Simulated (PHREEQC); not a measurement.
1 kg of water holding 0.24 mol K2SO4 and 0.14 mol MgSO4 is evaporated at 20 °C; the solids stay in contact with the brine. CO2 from the air is kept out. Solids allowed: Arcanite, Brucite, Epsomite, Hexahydrite, Kieserite, Leonite, Misenite, Schoenite. Others were left out.

The series has 21 steps of water left (kg), from 1 to 0.00562.

All values are PHREEQC results (Pitzer model, pitzer.dat), not measurements.

### Question
Which solids form, in which order, and at which step of the series does each first stand?

### Answer
Arcanite from water left = 0.375 kg; Schoenite from water left = 0.07605 kg.
